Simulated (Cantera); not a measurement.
**Thermodynamics of silicon nitride deposition, feed SiHCl3 + N2**

Charge: 1 mol SiHCl3, 26 mol N2, equilibrated at 1448 K and 22.0 Pa.

Method: chemical equilibrium by Gibbs-energy minimisation in Cantera with the NASA 1993 tables (ideal gas, pure condensed phases). Candidate condensed phases: NH4Cl, Si, Si3N4; 28 gas species. The tables' values for SiCl3 are old estimates; treat these amounts as uncertain. Kinetics and transport are ignored.

```
Quantity                              Value
--------------------------------  ---------
x(N2)                                 0.929
x(SiCl2)                             0.0338
x(HCl)                               0.0331
x(SiCl3)                            0.00162
x(H2)                               0.00131
x(Cl)                              0.000463
x(SiCl4)                           0.000284
x(H)                                2.25e-5
x(SiCl)                             2.74e-6
gas amount                        27.98 mol
log10 activity of Si(s) (absent)      -1.88
```
